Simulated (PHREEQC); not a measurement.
Dissolve 0.21 mol KBr per kg of water at 14 °C. Closed to the air; pH follows from the charge balance.

Computed with PHREEQC (ion-association model, phreeqc.dat).

```json
{
 "ionic_strength": "0.210 mol/kgw",
 "activity_of_water": "0.993",
 "specific_conductance": "18800 µS/cm",
 "density": "1.017 g/cm³"
}
```

```json
[
 {"species": "Br-", "molality": "0.210", "activity": "0.146", "log γ": "-0.158"},
 {"species": "K+", "molality": "0.210", "activity": "0.149", "log γ": "-0.147"},
 {"species": "H+", "molality": "8.56e-8", "activity": "6.84e-8", "log γ": "-0.098"},
 {"species": "OH-", "molality": "8.56e-8", "activity": "6.05e-8", "log γ": "-0.151"}
]
```

This is a speciation only: nothing precipitates in the calculation. Constants without temperature data keep their 25 °C values here.
